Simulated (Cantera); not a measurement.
**Adiabatic ignition**

An adiabatic, constant-volume homogeneous reactor starts with CO : H₂ : O₂ : N₂ : CO₂ = 1 : 0.12 : 0.255 : 0.957 : 0.077 (molar parts), equivalence ratio 2.2, at 1275 K and 5.00 bar.

Detailed kinetics in Cantera: GRI-Mech 3.0 (53 species, 325 reactions). The hydrogen kinetics of GRI-Mech 3.0 are dated; newer H2 mechanisms differ, most at raised pressure.

```json
[
 {"t (s)": "4.00e-6", "T (K)": "1275", "P (bar)": "5.00", "x CO": "0.415", "x H₂": "0.0498", "x O₂": "0.106", "x N₂O": "2.60e-12", "x NO": "<1e-12"},
 {"t (s)": "1.00e-5", "T (K)": "1277", "P (bar)": "5.01", "x CO": "0.415", "x H₂": "0.0495", "x O₂": "0.106", "x N₂O": "3.80e-10", "x NO": "2.66e-11"},
 {"t (s)": "2.52e-5", "T (K)": "2728", "P (bar)": "9.84", "x CO": "0.298", "x H₂": "0.00838", "x O₂": "0.0120", "x N₂O": "5.16e-7", "x NO": "0.000245"},
 {"t (s)": "6.34e-5", "T (K)": "2962", "P (bar)": "10.5", "x CO": "0.285", "x H₂": "0.00783", "x O₂": "0.00439", "x N₂O": "5.55e-7", "x NO": "0.00130"},
 {"t (s)": "0.000159", "T (K)": "2956", "P (bar)": "10.5", "x CO": "0.286", "x H₂": "0.00791", "x O₂": "0.00402", "x N₂O": "5.71e-7", "x NO": "0.00293"},
 {"t (s)": "0.000400", "T (K)": "2949", "P (bar)": "10.5", "x CO": "0.287", "x H₂": "0.00797", "x O₂": "0.00380", "x N₂O": "6.02e-7", "x NO": "0.00426"},
 {"t (s)": "0.00100", "T (K)": "2948", "P (bar)": "10.5", "x CO": "0.287", "x H₂": "0.00798", "x O₂": "0.00376", "x N₂O": "6.08e-7", "x NO": "0.00447"},
 {"t (s)": "0.00252", "T (K)": "2948", "P (bar)": "10.5", "x CO": "0.287", "x H₂": "0.00798", "x O₂": "0.00376", "x N₂O": "6.08e-7", "x NO": "0.00447"},
 {"t (s)": "0.00634", "T (K)": "2948", "P (bar)": "10.5", "x CO": "0.287", "x H₂": "0.00798", "x O₂": "0.00376", "x N₂O": "6.08e-7", "x NO": "0.00447"},
 {"t (s)": "0.0159", "T (K)": "2948", "P (bar)": "10.5", "x CO": "0.287", "x H₂": "0.00798", "x O₂": "0.00376", "x N₂O": "6.08e-7", "x NO": "0.00447"},
 {"t (s)": "0.0400", "T (K)": "2948", "P (bar)": "10.5", "x CO": "0.287", "x H₂": "0.00798", "x O₂": "0.00376", "x N₂O": "6.08e-7", "x NO": "0.00447"},
 {"t (s)": "0.100", "T (K)": "2948", "P (bar)": "10.5", "x CO": "0.287", "x H₂": "0.00798", "x O₂": "0.00376", "x N₂O": "6.08e-7", "x NO": "0.00447"},
 {"t (s)": "0.252", "T (K)": "2948", "P (bar)": "10.5", "x CO": "0.287", "x H₂": "0.00798", "x O₂": "0.00376", "x N₂O": "6.08e-7", "x NO": "0.00447"},
 {"t (s)": "0.634", "T (K)": "2948", "P (bar)": "10.5", "x CO": "0.287", "x H₂": "0.00798", "x O₂": "0.00376", "x N₂O": "6.08e-7", "x NO": "0.00447"},
 {"t (s)": "1.59", "T (K)": "2948", "P (bar)": "10.5", "x CO": "0.287", "x H₂": "0.00798", "x O₂": "0.00376", "x N₂O": "6.08e-7", "x NO": "0.00447"},
 {"t (s)": "4.00", "T (K)": "2948", "P (bar)": "10.5", "x CO": "0.287", "x H₂": "0.00798", "x O₂": "0.00376", "x N₂O": "6.08e-7", "x NO": "0.00447"}
]
```
x: mole fraction; the columns are a selection and need not sum to one.

The time of steepest temperature rise is 16.2 µs and the temperature at 4.00 s is 2948 K. The equilibrium temperature is 2948 K, the x(CO) at 4.00 s is 0.287 (gas-phase equilibrium 0.287) and the x(H₂) at 4.00 s is 0.00798 (gas-phase equilibrium 0.00798). The x(O₂) at 4.00 s is 0.00376 (gas-phase equilibrium 0.00376).
